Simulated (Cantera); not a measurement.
Input (Python, Cantera):

```python
import numpy as np
import cantera as ct

gas = ct.Solution("gri30.yaml")
gas.TPX = 373, 100000, {'CH4': 1, 'CO': 0.09, 'O2': 1.86, 'N2': 6.99}
inlet = ct.Reservoir(gas, clone=True)
gas.equilibrate("HP")  # start burning
reactor = ct.IdealGasConstPressureReactor(gas, energy="on", clone=False)
exhaust = ct.Reservoir(gas, clone=True)
tau = [0.11, 0.049, 0.022, 0.01, 0.0047, 0.0021, 0.00097, 0.00044, 0.0002, 9.1e-05][0]
for a, b in ((inlet, reactor), (reactor, exhaust)):
    ct.MassFlowController(a, b, mdot=lambda t: reactor.mass / tau)
net = ct.ReactorNet([reactor])
show = ['CH4', 'CO', 'O2', 'N2O', 'C2H6']

rows = []
print(f"{'tau/s':>10s}{'T/K':>9s}" + "".join(f"{s:>11s}" for s in show))
for tau in [0.11, 0.049, 0.022, 0.01, 0.0047, 0.0021, 0.00097, 0.00044, 0.0002, 9.1e-05]:
    net.initial_time = 0.0
    net.advance(30 * tau)
    before = gas.X
    net.advance(40 * tau)
    drift = np.max(np.abs(gas.X - before) / (gas.X + 1e-9))
    rows.append([gas.T, *gas[show].X, drift])
    print(f"{tau:10.3e}{gas.T:9.1f}" + "".join(f"{x:11.3e}" for x in gas[show].X))
```

It prints:

```
     tau/s      T/K        CH4         CO         O2        N2O       C2H6
 1.100e-01   2243.5  4.562e-06  2.864e-02  1.351e-03  5.198e-08  6.849e-12
 4.900e-02   2230.5  7.856e-06  2.935e-02  1.892e-03  5.766e-08  1.993e-11
 2.200e-02   2210.9  1.313e-05  3.042e-02  2.725e-03  6.297e-08  5.263e-11
 1.000e-02   2183.7  2.177e-05  3.188e-02  3.900e-03  6.667e-08  1.321e-10
 4.700e-03   2149.4  3.598e-05  3.363e-02  5.385e-03  6.836e-08  3.225e-10
 2.100e-03   2103.8  6.368e-05  3.582e-02  7.348e-03  6.863e-08  8.859e-10
 9.700e-04   2052.7  1.155e-04  3.819e-02  9.582e-03  6.808e-08  2.589e-09
 4.400e-04   1994.9  2.270e-04  4.103e-02  1.232e-02  6.706e-08  9.134e-09
 2.000e-04   1932.3  4.922e-04  4.504e-02  1.606e-02  6.547e-08  4.213e-08
 9.100e-05   1852.1  1.356e-03  5.291e-02  2.340e-02  6.129e-08  3.879e-07
```

Model: GRI-Mech 3.0 (53 species, 325 reactions), integrated in Cantera.
